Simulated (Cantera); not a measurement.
Charge: 1 mol Ca(OH)2, 0.036 mol C, 7.1 mol CO2, at 725 K and 0.0500 bar.

These are equilibrium values from Cantera (NASA tables, ideal gas, pure condensed phases), not measurements of a reactor. Candidate condensed phases: C, C6H6, C7H8, C8H18, Ca, CaCO3, CaO, Ca(OH)2, H2O; 115 gas species. Kinetics and transport are ignored.

Base state: CO2 0.855, H2O 0.135, H2 0.00547, CO 0.00462 (mole fractions); condensed: CaCO3(calcite).

Task: What changes in the equilibrium state with this change: temperature from 725 K to 1098.15 K?

Result: 
| species | before | after |
|---|---|---|
| CO2 | 0.855 | 0.869 |
| H2O | 0.135 | 0.122 |
| CO | 0.00462 | 0.00777 |
| H2 | 0.00547 | 0.00108 |
| CaCO3(calcite), mol | 1.00 | 0 |
| CaO(s), mol | 0 | 1.00 |
